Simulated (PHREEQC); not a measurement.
## Copper plating or etch bath

Consider water at 40 °C with 0.065 mol/kgw Cu(BF4)2, 0.0017 mol/kgw HCl and 0.00062 mol/kgw H3BO3. Closed to the air; pH follows from the charge balance.

Model: ion-association model, wateq4f.dat, run in PHREEQC.

No solid was allowed to form.

Question: Estimate the pH, ionic strength.

Answer: pH 2.51; ionic strength 0.197 mol/kgw.

Question: In which forms is Cu present?

Answer: Cu+2 98 %, CuF+ 1.5 % of the Cu.

At this temperature some constants are extrapolated from 25 °C, and those without enthalpy data are left unchanged. Real BF4- forms and hydrolyses slowly; the run takes it at equilibrium.
